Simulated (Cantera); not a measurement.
## Pyrogenic steam for wet oxidation

An isothermal, constant-pressure homogeneous reactor starts with H2 : O2 : N2 = 0.65 : 1 : 13 (molar parts), equivalence ratio 0.33, at 1300 K and 100.0 Torr.

Model: GRI-Mech 3.0 (53 species, 325 reactions), integrated in Cantera. The temperature is held fixed by assumption; the heat of reaction is taken as removed at once.

```csv
t (s),x H2,x O2,x OH,x HO2,x NO,x N2O
4.00e-5,0.0444,0.0683,1.41e-9,6.40e-9,<1e-12,<1e-12
0.000118,0.0444,0.0683,1.75e-8,1.97e-8,<1e-12,<1e-12
0.000348,0.0443,0.0682,7.43e-6,4.87e-7,<1e-12,5.26e-12
0.00103,0.00348,0.0467,0.00212,2.58e-6,1.42e-6,1.95e-8
0.00303,0.00227,0.0465,0.00170,2.58e-6,5.24e-6,2.75e-8
0.00894,0.000677,0.0467,0.000918,2.19e-6,6.73e-6,4.47e-8
0.0264,7.97e-5,0.0470,0.000311,9.12e-7,6.83e-6,7.40e-8
0.0779,9.04e-6,0.0471,0.000106,1.75e-7,6.83e-6,9.19e-8
0.230,1.60e-6,0.0471,4.52e-5,3.62e-8,6.83e-6,9.76e-8
0.678,3.91e-7,0.0471,2.26e-5,1.05e-8,6.83e-6,9.17e-8
2.00,1.22e-7,0.0471,1.26e-5,5.40e-9,6.83e-6,6.71e-8
```
x: mole fraction; the columns are a selection and need not sum to one.

Equilibrium at this temperature and pressure: H2 5.01e-8, O2 0.0470, OH 8.07e-6, HO2 4.96e-9, NO 0.000202, N2O 5.25e-9 (gas phase only).
